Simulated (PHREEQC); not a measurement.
A made-up water analysis in mg/kgw, 10 °C, pH 7.96: Na 1920; K 50.8; Ca 347; Mg 101; Cl 3520; S(6) as SO4 528; Alkalinity as HCO3 16.9; Si as SiO2 1.18.

Valence states are taken as typed.

Computed with PHREEQC (Pitzer model, pitzer.dat).

The ionic strength is 0.129 mol/kgw and the specific conductance is 7720 µS/cm. The density is 1.005 g/cm³. The osmotic coefficient comes out as 0.908. The charge-balance error comes out as -0.1 %.

```json
[
 {"species": "Cl-", "molality": "0.0993", "activity": "0.0746", "log γ": "-0.124"},
 {"species": "Na+", "molality": "0.0835", "activity": "0.0649", "log γ": "-0.110"},
 {"species": "Ca+2", "molality": "0.00866", "activity": "0.00296", "log γ": "-0.467"},
 {"species": "SO4-2", "molality": "0.00550", "activity": "0.00138", "log γ": "-0.601"},
 {"species": "Mg+2", "molality": "0.00415", "activity": "0.00149", "log γ": "-0.445"},
 {"species": "K+", "molality": "0.00130", "activity": "0.000990", "log γ": "-0.118"},
 {"species": "HCO3-", "molality": "0.000270", "activity": "0.000230", "log γ": "-0.069"},
 {"species": "H4SiO4", "molality": "1.94e-5", "activity": "1.97e-5", "log γ": "0.007"},
 {"species": "CO2", "molality": "7.06e-6", "activity": "7.19e-6", "log γ": "0.008"},
 {"species": "CO3-2", "molality": "2.41e-6", "activity": "6.67e-7", "log γ": "-0.558"},
 {"species": "MgCO3", "molality": "6.83e-7", "activity": "6.83e-7", "log γ": "0.000"}
]
```

This is a speciation only: nothing precipitates in the calculation. Away from 25 °C the constants follow the database's enthalpies or fits; those with neither stay at their 25 °C values.
